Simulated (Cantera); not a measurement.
Mixture: 30.2 % CO, 1.12 % H₂, 15.6 % O₂, 53.1 % N₂, equivalence ratio 1.0, at 38.5 atm, adiabatic and at constant pressure. Ignition delay is the time to a rise of 400 K.

Model: GRI-Mech 3.0 (53 species, 325 reactions), integrated in Cantera. The hydrogen kinetics of GRI-Mech 3.0 are dated; newer H2 mechanisms differ, most at raised pressure. The pressure lies above the range GRI-Mech 3.0 was tuned for (to about 10 atm).

Task: At T0 = 1450 K, what is the delay, and which 5 reactions control it most (d ln τ / d ln k, from doubling and halving each rate constant)?

Result: The delay is 4.60 µs.
```
reaction                  d ln τ / d ln k   faster rate
------------------------  ---------------  ------------
H + O2 <=> O + OH                   -0.75   shortens it
CO + OH <=> CO2 + H                 -0.44   shortens it
CO + HO2 <=> CO2 + OH               -0.39   shortens it
H2 + O <=> H + OH                   -0.35   shortens it
H + O2 + N2 <=> HO2 + N2             0.34  lengthens it
```
